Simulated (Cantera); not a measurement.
# Adiabatic ignition

An adiabatic, constant-volume homogeneous reactor starts with 5.38 % CH4, 19.9 % O2, 74.7 % N2, equivalence ratio 0.54, at 1173 K and 110000 Pa.

Computed with Cantera and GRI-Mech 3.0 (53 species, 325 reactions).

| t (s) | T (K) | P (bar) | x CH4 | x O2 | x CO | x NO2 | x C2H4 | x HO2 | x HCN |
|---|---|---|---|---|---|---|---|---|---|
| 7.00e-6 | 1173 | 1.10 | 0.0538 | 0.199 | <1e-12 | <1e-12 | <1e-12 | 2.24e-9 | <1e-12 |
| 2.18e-5 | 1173 | 1.10 | 0.0538 | 0.199 | <1e-12 | <1e-12 | <1e-12 | 6.96e-9 | <1e-12 |
| 6.79e-5 | 1173 | 1.10 | 0.0538 | 0.199 | <1e-12 | <1e-12 | <1e-12 | 2.16e-8 | <1e-12 |
| 0.000211 | 1173 | 1.10 | 0.0538 | 0.199 | 4.60e-12 | <1e-12 | <1e-12 | 6.57e-8 | <1e-12 |
| 0.000658 | 1173 | 1.10 | 0.0538 | 0.199 | 1.66e-10 | <1e-12 | 2.65e-11 | 1.91e-7 | <1e-12 |
| 0.00205 | 1173 | 1.10 | 0.0538 | 0.199 | 9.34e-9 | <1e-12 | 2.21e-9 | 4.42e-7 | <1e-12 |
| 0.00638 | 1173 | 1.10 | 0.0537 | 0.199 | 7.95e-7 | <1e-12 | 1.53e-7 | 6.52e-7 | <1e-12 |
| 0.0199 | 1175 | 1.10 | 0.0534 | 0.199 | 3.00e-5 | <1e-12 | 2.99e-6 | 2.17e-6 | <1e-12 |
| 0.0619 | 2463 | 2.32 | <1e-12 | 0.0845 | 0.00342 | 9.85e-6 | <1e-12 | 8.13e-6 | 4.94e-12 |
| 0.193 | 2458 | 2.32 | <1e-12 | 0.0835 | 0.00337 | 1.16e-5 | <1e-12 | 7.97e-6 | 5.22e-12 |
| 0.600 | 2458 | 2.32 | <1e-12 | 0.0835 | 0.00337 | 1.16e-5 | <1e-12 | 7.97e-6 | 5.22e-12 |
x: mole fraction; the columns are a selection and need not sum to one.

The time of steepest temperature rise is 43.8 ms, the temperature at 0.600 s comes out as 2458 K and the equilibrium temperature is 2458 K. The x(CH4) at 0.600 s is <1e-12 (gas-phase equilibrium <1e-12), the x(O2) at 0.600 s comes out as 0.0835 (gas-phase equilibrium 0.0835) and the x(CO) at 0.600 s is 0.00337 (gas-phase equilibrium 0.00337).
